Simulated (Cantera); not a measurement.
Gas mixture: NO : N2O = 0.32 : 0.35 (molar parts), at 0.00330 bar, frozen composition.

Cantera's kinetic-theory transport with the Lennard-Jones parameters of GRI-Mech 3.0, ideal gas; thermal conductivity in the mixture-averaged form. The composition is frozen, though it would react at the higher temperatures.

D: mixture-averaged diffusion coefficient of that species in the mixture.

```json
[
 {"T (K)": "400", "ρ (kg/m³)": "0.00370", "cp (J/kg/K)": "981.1", "μ (µPa s)": "21.0", "λ (mW/m/K)": "28.6", "Pr": "0.720", "D (cm²/s) NO": "79.3", "D (cm²/s) CH4": "99.3", "D (cm²/s) C2H2": "72.9"},
 {"T (K)": "550", "ρ (kg/m³)": "0.00269", "cp (J/kg/K)": "1056", "μ (µPa s)": "___", "λ (mW/m/K)": "___", "Pr": "0.723", "D (cm²/s) NO": "___", "D (cm²/s) CH4": "___", "D (cm²/s) C2H2": "___"},
 {"T (K)": "700", "ρ (kg/m³)": "0.00212", "cp (J/kg/K)": "1118", "μ (µPa s)": "32.2", "λ (mW/m/K)": "49.5", "Pr": "0.727", "D (cm²/s) NO": "211", "D (cm²/s) CH4": "264", "D (cm²/s) C2H2": "197"},
 {"T (K)": "850", "ρ (kg/m³)": "0.00174", "cp (J/kg/K)": "1169", "μ (µPa s)": "36.9", "λ (mW/m/K)": "59.2", "Pr": "0.730", "D (cm²/s) NO": "293", "D (cm²/s) CH4": "368", "D (cm²/s) C2H2": "276"},
 {"T (K)": "1000", "ρ (kg/m³)": "0.00148", "cp (J/kg/K)": "1208", "μ (µPa s)": "41.4", "λ (mW/m/K)": "68.3", "Pr": "0.732", "D (cm²/s) NO": "386", "D (cm²/s) CH4": "485", "D (cm²/s) C2H2": "364"},
 {"T (K)": "1150", "ρ (kg/m³)": "0.00129", "cp (J/kg/K)": "1234", "μ (µPa s)": "45.5", "λ (mW/m/K)": "76.9", "Pr": "0.730", "D (cm²/s) NO": "489", "D (cm²/s) CH4": "614", "D (cm²/s) C2H2": "462"},
 {"T (K)": "1300", "ρ (kg/m³)": "0.00114", "cp (J/kg/K)": "1257", "μ (µPa s)": "49.4", "λ (mW/m/K)": "85.2", "Pr": "0.729", "D (cm²/s) NO": "600", "D (cm²/s) CH4": "754", "D (cm²/s) C2H2": "568"},
 {"T (K)": "1450", "ρ (kg/m³)": "0.00102", "cp (J/kg/K)": "1277", "μ (µPa s)": "53.1", "λ (mW/m/K)": "93.0", "Pr": "0.729", "D (cm²/s) NO": "___", "D (cm²/s) CH4": "___", "D (cm²/s) C2H2": "___"},
 {"T (K)": "1600", "ρ (kg/m³)": "0.000926", "cp (J/kg/K)": "1294", "μ (µPa s)": "56.7", "λ (mW/m/K)": "101", "Pr": "0.729", "D (cm²/s) NO": "848", "D (cm²/s) CH4": "1070", "D (cm²/s) C2H2": "805"}
]
```

Question: What belongs in the gaps?

Answer: 
- 550, μ (µPa s): 26.9
- 550, λ (mW/m/K): 39.3
- 550, D (cm²/s) NO: 139
- 550, D (cm²/s) CH4: 174
- 550, D (cm²/s) C2H2: 129
- 1450, D (cm²/s) NO: 720
- 1450, D (cm²/s) CH4: 905
- 1450, D (cm²/s) C2H2: 682
